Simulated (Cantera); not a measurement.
**Equilibrium for silicon epitaxy and polysilicon growth: SiCl4 + HCl + H2**

Feed: 1 mol SiCl4, 3.8 mol HCl, 5.7 mol H2, equilibrated at 973 K and 93.0 mbar.

These are equilibrium values from Cantera (NASA tables, ideal gas, pure condensed phases), not measurements of a reactor. Candidate condensed phases: Si; 19 gas species. The tables' values for SiCl3 are old estimates; treat these amounts as uncertain. The numbers say what is thermodynamically allowed, not how fast it happens.

```
Property                             Result
--------------------------------  ---------
x(H2)                                 0.542
x(HCl)                                0.363
x(SiCl4)                             0.0944
x(SiHCl3)                          0.000793
x(SiCl3)                            4.30e-5
gas amount                        10.50 mol
log10 activity of Si(s) (absent)      -5.84
```
